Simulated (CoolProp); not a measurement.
Values from CoolProp's reference Helmholtz-energy equation of state, Lemmon 2013.

Problem. For propylene, give the phase and the Joule-Thomson coefficient (K/MPa), Prandtl number at 315.8 K and 4760 kPa; 339.4 K and 4760 kPa; 527.7 K and 4760 kPa.

Solution. 
- 315.8 K and 4760 kPa: liquid; Joule-Thomson coefficient 0.152, Prandtl number 2.22
- 339.4 K and 4760 kPa: liquid; Joule-Thomson coefficient 0.746, Prandtl number 2.30
- 527.7 K and 4760 kPa: supercritical; Joule-Thomson coefficient 3.60, Prandtl number 0.798

Viscosity comes from a separate model (Huber 2003), an estimate that may be off by 10 % or more. Thermal conductivity comes from a separate model (Huber 2003), an estimate that may be off by 10 % or more.
